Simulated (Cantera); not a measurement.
## Adiabatic ignition

An adiabatic, constant-volume homogeneous reactor starts with 10.6 % CO, 10.4 % H2, 1.80 % CH4, 16.2 % O2, 61.0 % N2, at 1350 K and 10.0 bar.

Cantera simulation using GRI-Mech 3.0 (53 species, 325 reactions); the numbers are that mechanism's predictions, not measurements. Above 3000 K some thermodynamic fits are extrapolated.

| t (s) | T (K) | P (bar) | x CO | x H2 | x CH4 | x C2H2 | x N2O | x O | x CH2O |
|---|---|---|---|---|---|---|---|---|---|
| 8.00e-6 | 2412 | 17.3 | 0.0921 | 0.0126 | 1.11e-9 | 1.55e-11 | 1.45e-6 | 0.0152 | 1.03e-8 |
| 2.25e-5 | 3053 | 21.0 | 0.0416 | 0.00786 | <1e-12 | <1e-12 | 3.83e-6 | 0.00581 | 2.78e-9 |
| 6.35e-5 | 3040 | 20.9 | 0.0417 | 0.00794 | <1e-12 | <1e-12 | 3.96e-6 | 0.00531 | 2.80e-9 |
| 0.000179 | 3031 | 20.8 | 0.0417 | 0.00800 | <1e-12 | <1e-12 | 4.14e-6 | 0.00501 | 2.82e-9 |
| 0.000504 | 3030 | 20.8 | 0.0417 | 0.00800 | <1e-12 | <1e-12 | 4.16e-6 | 0.00499 | 2.82e-9 |
| 0.00142 | 3030 | 20.8 | 0.0417 | 0.00800 | <1e-12 | <1e-12 | 4.16e-6 | 0.00499 | 2.82e-9 |
| 0.00400 | 3030 | 20.8 | 0.0417 | 0.00800 | <1e-12 | <1e-12 | 4.16e-6 | 0.00499 | 2.82e-9 |
| 0.0113 | 3030 | 20.8 | 0.0417 | 0.00800 | <1e-12 | <1e-12 | 4.16e-6 | 0.00499 | 2.82e-9 |
| 0.0317 | 3030 | 20.8 | 0.0417 | 0.00800 | <1e-12 | <1e-12 | 4.16e-6 | 0.00499 | 2.82e-9 |
| 0.0894 | 3030 | 20.8 | 0.0417 | 0.00800 | <1e-12 | <1e-12 | 4.16e-6 | 0.00499 | 2.82e-9 |
| 0.252 | 3030 | 20.8 | 0.0417 | 0.00800 | <1e-12 | <1e-12 | 4.16e-6 | 0.00499 | 2.82e-9 |
| 0.710 | 3030 | 20.8 | 0.0417 | 0.00800 | <1e-12 | <1e-12 | 4.16e-6 | 0.00499 | 2.82e-9 |
| 2.00 | 3030 | 20.8 | 0.0417 | 0.00800 | <1e-12 | <1e-12 | 4.16e-6 | 0.00499 | 2.82e-9 |
x: mole fraction; the columns are a selection and need not sum to one.

The time of steepest temperature rise comes out as 7.68 µs and the temperature at 2.00 s is 3030 K. The equilibrium temperature comes out as 3030 K and the x(CO) at 2.00 s comes out as 0.0417 (gas-phase equilibrium 0.0417). The x(H2) at 2.00 s is 0.00800 (gas-phase equilibrium 0.00800). The x(CH4) at 2.00 s is <1e-12 (gas-phase equilibrium <1e-12).
